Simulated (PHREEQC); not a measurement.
# Ultrapure water in contact with air or piping

A made-up water analysis in mg/L, 34 °C, pH 7.52, pe 10.3:

```json
[
 {"constituent": "Na", "mg/L": "0.0326"},
 {"constituent": "K", "mg/L": "4.65e-05"},
 {"constituent": "Ca", "mg/L": "0.0301"},
 {"constituent": "Mg", "mg/L": "0.0036"},
 {"constituent": "Cl", "mg/L": "0.00872"},
 {"constituent": "S(6) as SO4", "mg/L": "0.0221"},
 {"constituent": "Alkalinity as HCO3", "mg/L": "0.149"},
 {"constituent": "Cu(2)", "mg/L": "0.00565"},
 {"constituent": "B", "mg/L": "1.93e-05"}
]
```

Valence states are taken as typed.

The numbers come from PHREEQC with the ion-association model, phreeqc.dat.

This is a speciation only: nothing precipitates in the calculation.

Q: Predict the ionic strength, charge-balance error.

A: ionic strength 4.27e-6 mol/kgw; charge-balance error 4.0 %.

Q: In which forms is Cu present?

A: Cu(OH)2 94 %, Cu+2 4.2 %, CuOH+ 1.4 % of the Cu.

The database's constant for dissolved Cu(OH)2 is higher than later reviews accept.
